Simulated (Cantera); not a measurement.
A freely propagating, adiabatic, planar premixed flame of 30.3 % H2, 16.1 % O2, 50.0 % N2, 3.63 % H2O, unburnt at 425 K and 4.34 atm; mixture-averaged transport, grid criteria slope 0.08 and curve 0.16, no radiation.

Detailed kinetics in Cantera: the H2/O2 subset of GRI-Mech 3.0, which has no nitrogen chemistry. The hydrogen kinetics of GRI-Mech 3.0 are dated; newer H2 mechanisms differ, most at raised pressure. Burning velocities carry a grid error of a few per cent, more on coarse grids.

Question: Predict: laminar burning velocity; thermal thickness; peak x(H); peak x(H2O2); peak x(HO2).

Answer: 
```json
{
  "laminar_burning_velocity": "377 cm/s",
  "thermal_thickness": "0.0564 mm",
  "peak x(H)": "0.0242",
  "peak x(H2O2)": "0.000146",
  "peak x(HO2)": "0.00126"
}
```
